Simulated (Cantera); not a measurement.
A freely propagating, adiabatic, planar premixed flame of 42.8 % H2, 10.2 % O2, 47.0 % N2, equivalence ratio 2.1, unburnt at 398 K and 10.0 bar; mixture-averaged transport, grid criteria slope 0.08 and curve 0.16, no radiation.

Cantera simulation using the H2/O2 subset of GRI-Mech 3.0, which has no nitrogen chemistry; the numbers are that mechanism's predictions, not measurements. The hydrogen kinetics of GRI-Mech 3.0 are dated; newer H2 mechanisms differ, most at raised pressure. Burning velocities carry a grid error of a few per cent, more on coarse grids.

x: mole fraction of selected species; z is measured from the peak of heat release.

```
z (mm)    T (K)  u (m/s)   x H2      x O2     x H2O       x O     x HO2    x H2O2
--------  -----  -------  -----  --------  --------  --------  --------  --------
-0.0753     398     2.67  0.428     0.102   2.16e-7     <1e-8     <1e-8     <1e-8
-0.0502     398     2.67  0.427     0.102         …     <1e-8         …         …
-0.0377     400     2.68  0.426     0.102         …     <1e-8         …         …
-0.0251     414     2.75  0.421     0.103  0.000336   9.76e-8   1.40e-5   2.71e-6
-0.0126     593     3.77  0.388     0.103    0.0118   7.62e-6  0.000770   9.79e-5
-0.00628    935     5.78  0.349    0.0892    0.0501  0.000117   0.00108  0.000165
0          1302     7.94  0.306    0.0619     0.108  0.000486  0.000518   6.57e-5
0.00628    1550     9.41  0.270    0.0340     0.162  0.000688  0.000246   9.13e-6
0.0126     1688     10.2  0.249    0.0159     0.195  0.000509  0.000109   2.92e-6
0.0251     1803     10.9  0.236   0.00318     0.219  0.000175   2.06e-5   9.91e-7
0.0502     1876     11.3  0.236  0.000258     0.225   5.46e-5   1.63e-6   2.72e-7
0.100      1925     11.6  0.239   1.52e-5     0.227   1.93e-5   1.32e-7   9.26e-8
0.201      1955     11.7  0.242   3.00e-6     0.228   5.87e-6   3.19e-8   3.22e-8
```

Task: What belongs in the gaps?

Result: 
- -0.0502, x H2O: 2.22e-6
- -0.0502, x HO2: 5.92e-8
- -0.0502, x H2O2: 1.14e-8
- -0.0377, x H2O: 1.86e-5
- -0.0377, x HO2: 5.87e-7
- -0.0377, x H2O2: 1.15e-7
